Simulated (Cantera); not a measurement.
An adiabatic, constant-volume homogeneous reactor starts with CO : H2 : O2 : N2 = 1 : 0.44 : 1.01 : 5.3 (molar parts), equivalence ratio 0.71, at 950 K and 0.470 bar.

Cantera simulation using GRI-Mech 3.0 (53 species, 325 reactions); the numbers are that mechanism's predictions, not measurements.

One state of this run: T (K) = 2475; P (bar) = 1.13; x CO = 0.0177; x H2 = 0.00133; x O2 = 0.0451; x O = 0.00258; x NO = 0.00469; x N2O = 5.11e-7; x H2O = 0.0567. x: mole fraction; the columns are a selection and need not sum to one.

Task: Which value of t (s) does it belong to?
A. 0.000321
B. 0.00134
C. 0.0115
D. 0.000656

Result: C, 0.0115
